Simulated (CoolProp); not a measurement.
Vapour-liquid equilibrium of n-hexane (1) + hexamethyldisiloxane (MM) (2) at 259 K; x and y are mole fractions of (1).

Values from CoolProp's multi-fluid Helmholtz-energy mixture model, Thol 2019 and Thol 2016; pair parameters Bell 2016.

```
x     bubble pressure (MPa)  y at the bubble point  dew pressure at overall composition x (MPa)  liquid density (mol/L)
----  ---------------------  ---------------------  -------------------------------------------  ----------------------
0.05              0.0006177                  0.195                                    0.0005443                   5.031
0.15              0.0007982                  0.441                                    0.0005929                   5.251
0.25              0.0009773                  0.596                                    0.0006507                   5.487
0.35               0.001164                  0.707                                          [?]                   5.741
0.45               0.001365                  0.791                                    0.0008069                   6.015
0.55               0.001582                  0.857                                    0.0009161                   6.312
0.65               0.001817                    [?]                                     0.001059                   6.633
0.75               0.002066                  0.945                                          [?]                   6.983
0.85                    [?]                  0.973                                     0.001556                   7.363
0.95                    [?]                  0.993                                     0.002106                   7.778
```

Q: What belongs in the gaps?

A: 
- 0.35, dew pressure at overall composition x (MPa): 0.0007206
- 0.65, y at the bubble point: 0.907
- 0.75, dew pressure at overall composition x (MPa): 0.001257
- 0.85, bubble pressure (MPa): 0.002322
- 0.95, bubble pressure (MPa): 0.002574

No azeotrope shows between x = 0.05 and 0.95.

The pair parameters rest on a limited set of measurements; away from them the model extrapolates.
